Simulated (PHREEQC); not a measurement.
# Spent oxide etchant (model solution)

Make-up at 25 °C: 84 mmol/kgw HF, 0.093 mmol/kgw H2SiF6, 1.8 mmol/kgw HBF4 and 0.27 mmol/kgw HCl. Closed to the air; pH follows from the charge balance.

Equilibrium calculation in PHREEQC: ion-association model, phreeqc.dat.

Each row changes one thing in this solution. No solid was allowed to form.

```tsv
case	pH	ionic strength (mol/kgw)	HF (mol/kgw)	F- (mol/kgw)	HF2- (mol/kgw)	BF3OH- (mol/kgw)
as made	2.04	0.0101	0.0745	0.00605	0.00173	8.81e-6
0.085 mol/kgw CuSO4 added	2.20	0.190	0.0660	0.0102	0.00255	9.52e-6
H2SiF6 replaced by NaBF4 at the same molality	2.04	0.0100	0.0744	0.00610	0.00174	9.28e-6
HF from 0.084 to 0.0084 mol/kgw	2.46	0.00380	0.00718	0.00147	4.05e-5	8.43e-5
HCl from 0.00027 to 0.000405 mol/kgw	2.04	0.0102	0.0746	0.00600	0.00172	8.81e-6
H2SiF6 left out	2.04	0.00991	0.0744	0.00610	0.00174	8.82e-6
HF from 0.084 to 0.0168 mol/kgw	2.36	0.00481	0.0143	0.00233	0.000128	4.49e-5
0.001 mol/kgw NaF added	2.06	0.0106	0.0749	0.00642	0.00185	8.77e-6
```

Complexes and solids missing from the database can't appear. SiF6-2 is the database's only silicon fluoride. Real BF4- forms and hydrolyses slowly; the run takes it at equilibrium.
